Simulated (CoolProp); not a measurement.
Model: reference Helmholtz-energy equation of state, Thol 2018, in CoolProp.

Q: For hydrogen chloride, give the phase and the density (kg/m³), cp (kJ/(kg K)), speed of sound (m/s), Joule-Thomson coefficient (K/MPa) at 363.4 K and 5.54 MPa; 363.4 K and 19.4 MPa.

A: 
- 363.4 K and 5.54 MPa: gas; density 82.3, cp 1.21, speed of sound 309, Joule-Thomson coefficient 8.93
- 363.4 K and 19.4 MPa: supercritical; density 591, cp 2.92, speed of sound 380, Joule-Thomson coefficient 1.85
